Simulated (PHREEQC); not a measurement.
Consider water at 25 °C with 1.3 mol/kgw Na2SO4, 0.027 mol/kgw Na2B4O7 and 0.0017 mol/kgw H4SiO4. Closed to the air; pH follows from the charge balance.

Model: Pitzer model, pitzer.dat, run in PHREEQC.

The ionic strength comes out as 3.96 mol/kgw. What activity coefficients do B3O3(OH)4-, SO4-2, Na+, OH-, B(OH)4- get?

B3O3(OH)4- 0.16, SO4-2 0.030, Na+ 0.44, OH- 0.53, B(OH)4- 0.26. Single-ion values are on the MacInnes scale.

No solid was allowed to form. In brines, pH and single-ion activities rest on the MacInnes convention.
